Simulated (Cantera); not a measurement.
An adiabatic, constant-volume homogeneous reactor starts with CO : H2 : CH4 : O2 : N2 = 1 : 0.37 : 0.06 : 1.12 : 4.2 (molar parts), equivalence ratio 0.72, at 1048 K and 1800 Torr.

Cantera simulation using GRI-Mech 3.0 (53 species, 325 reactions); the numbers are that mechanism's predictions, not measurements.

**Question.** Predict: time of steepest temperature rise; temperature at 0.700 s; equilibrium temperature; x(CO) at 0.700 s; x(H2) at 0.700 s; x(OH) at 0.700 s; x(H2O2) at 0.700 s.

**Answer.** 
```json
{
 "time_of_steepest_temperature_rise": "0.440 ms",
 "temperature at 0.700 s": "2741 K",
 "equilibrium_temperature": "2741 K",
 "x(CO) at 0.700 s": "0.0299 (gas-phase equilibrium 0.0299)",
 "x(H2) at 0.700 s": "0.00219 (gas-phase equilibrium 0.00219)",
 "x(OH) at 0.700 s": "0.0111 (gas-phase equilibrium 0.0111)",
 "x(H2O2) at 0.700 s": "4.47e-7 (gas-phase equilibrium 4.47e-7)"
}
```
